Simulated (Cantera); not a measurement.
A Cantera script and what it prints.

```python
import numpy as np
import cantera as ct

gas_names = [...]  # 123 gases of nasa_gas.yaml made of C, H, O, Si
cond_names = """
    C(gr) C6H6(L) C7H8(L) C8H18(L),n-octa H2O(s) H2O(L) Si(cr) Si(L) SiC(b) SiO2(Lqz) SiO2(hqz) SiO2(L)
""".split()


# ... load() reads the species with a 1 bar reference pressure and builds the phases ...
atoms = {
    'SiC': {'Si': 1, 'C': 1},
    'H2O': {'H': 2, 'O': 1},
    'H2': {'H': 2},
}
top_T = {'C(gr)': 4500, 'SiC(b)': 3050}  # K; cautious upper limits of use, not melting points


# ... equilibrate(T, P, feed) seeds the gas with the atoms and calls Mixture.equilibrate('TP', solver="vcs", rtol=1e-11, max_steps=5000) ...
results = []
feed = {'SiC': 1, 'H2O': 0.15, 'H2': 92}  # mol
P = 1.8  # Pa
for T in [1000, 1100, 1200, 1300, 1400, 1500, 1600, 1700, 1800, 1900, 2000, 2100]:
    mix = equilibrate(T, P, feed)
    results.append((T, P, feed, dict(zip(mix.species_names, mix.species_moles))))

top = {s: max(r[3][s] / sum(r[3][g] for g in gas_names) for r in results) for s in gas_names}
cols = sorted((s for s in top if top[s] > 1e-05), key=lambda s: -top[s])[:5]
seen = [c for c in cond_names if any(r[3].get(c, 0) > 1e-12 for r in results)]
print("log10 of partial pressures in bar; condensed amounts in mol")
print(f"{'T/K':>10s}" + "".join(f"{s[:9]:>10s}" for s in cols + seen))
for T, P, feed, n in results:
    ng = sum(n[g] for g in gas_names)
    print(f"{T:10.4g}" + "".join(f"{np.log10(max(n[s] / ng * P / 1e5, 1e-99)):10.3f}" for s in cols)
          + "".join(f"{n.get(c, 0):10.4g}" for c in seen))
```

It prints:

```
log10 of partial pressures in bar; condensed amounts in mol
       T/K        H2         H        Si        CO       SiO     C(gr)    SiC(b) SiO2(hqz)
      1000    -4.745   -11.017   -18.423    -8.010   -10.619         0    0.9499   0.04993
      1100    -4.745    -9.960   -15.031    -7.948    -8.340         0    0.9422   0.03438
      1200    -4.745    -9.078   -12.934    -7.835    -7.835         0     0.925         0
      1300    -4.746    -8.329   -11.328    -7.835    -7.835         0     0.925         0
      1400    -4.746    -7.686    -9.954    -7.833    -7.837         0    0.9247         0
      1500    -4.747    -7.128    -8.786    -7.812    -7.861         0    0.9207         0
      1600    -4.751    -6.640    -7.916    -7.685    -8.077         0     0.893         0
      1700    -4.761    -6.212    -7.567    -7.555    -9.083         0    0.8513         0
      1800    -4.784    -5.838    -7.116    -7.556    -9.811    0.2317    0.5718         0
      1900    -4.831    -5.516    -6.771    -7.578   -10.156    0.7317         0         0
      2000    -4.916    -5.247    -6.809    -7.613   -10.831    0.6528         0         0
      2100    -5.063    -5.038    -6.870    -7.666   -11.489    0.5418         0         0
```

These are equilibrium values from Cantera (NASA tables, ideal gas, pure condensed phases), not measurements of a reactor. Mutual solubility and eutectic melting of coexisting phases are not modelled.
